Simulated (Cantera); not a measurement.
Charge: 1 mol PbO, 46 mol H2, 2.6 mol CO, equilibrated at 23.0 Pa.

These are equilibrium values from Cantera (NASA tables, ideal gas, pure condensed phases), not measurements of a reactor. Candidate condensed phases: C, C6H6, C7H8, C8H18, H2O, Pb, PbO, PbO2, Pb3O4; 113 gas species. Rates play no part.

log p: log10 of the partial pressure in bar; n: condensed amount in mol.

```tsv
T (°C)	log p H2	log p CO	log p Pb	log p H2O	log p CO2	log p H	log p CH4	n Pb(l)
500	-3.67	-4.95	-7.64	-5.43	-6.00	?	-8.52	0.995
600	-3.67	-4.93	-6.20	-5.39	-6.22	?	-10.28	0.865
700	-3.68	-4.93	-5.33	-5.37	-6.42	?	-11.70	0
800	-3.68	-4.93	-5.33	-5.36	-6.57	?	-12.83	0
900	-3.68	-4.93	-5.33	-5.35	-6.70	?	-13.77	0
1000	-3.68	-4.92	-5.33	-5.35	-6.81	?	-14.57	0
1100	-3.68	-4.92	-5.33	-5.35	-6.90	?	-15.25	0
1200	-3.68	-4.92	-5.33	-5.34	-6.98	?	<-15	0
1300	-3.68	-4.92	-5.33	-5.34	-7.05	?	<-15	0
```

Question: Complete the blanks.

Answer: 
- 500, log p H: -13.88
- 600, log p H: -12.17
- 700, log p H: -10.81
- 800, log p H: -9.69
- 900, log p H: -8.77
- 1000, log p H: -7.99
- 1100, log p H: -7.32
- 1200, log p H: -6.74
- 1300, log p H: -6.23
